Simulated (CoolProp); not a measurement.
Tetradecamethylhexasiloxane (MD4M) at 475.99 K and 0.007 MPa is throttled through a valve to 0.000437 MPa with no heat exchange. Each further row changes one setting.

Values from CoolProp's reference Helmholtz-energy equation of state, Thol 2019.

| case | final density (kg/m³) |
|---|---|
| as stated | ? |
| outlet pressure 0.000131 MPa | ? |
| outlet pressure 0.000568 MPa | ? |

Problem. Some entries are withheld; supply them.

Solution. 
- as stated, final density (kg/m³): 0.0507
- outlet pressure 0.000131 MPa, final density (kg/m³): 0.0152
- outlet pressure 0.000568 MPa, final density (kg/m³): 0.0660
